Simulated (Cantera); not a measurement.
A closed system holds: 1 mol Si, 2 mol Cl2, 0.5 mol H2, held at 800 K and 18800 Torr.

Cantera equilibrium calculation (NASA polynomials, part measured and part estimated; ideal gas, pure solids and liquids). Equilibrium is a limit: real reactors are often held back by kinetics, nucleation or transport.

```tsv
species	before	after
SiCl4	0.653	0.627
H2	0.320	0.294
HCl	0.0138	0.0399
SiHCl3	0.0137	0.0390
SiCl3	3.36e-6	0.000335
SiH2Cl2	2.33e-5	0.000269
```
Gas species are given as mole fractions.

Question: What was changed between the two runs?
(A) temperature from 800 K to 1348 K
(B) Cl2 from 2 to 1 mol
(C) Cl2 from 2 to 0.94 mol
(D) temperature from 800 K to 1023.15 K

Answer: D, temperature from 800 K to 1023.15 K. The tables' values for SiCl3 are old estimates; treat these amounts as uncertain
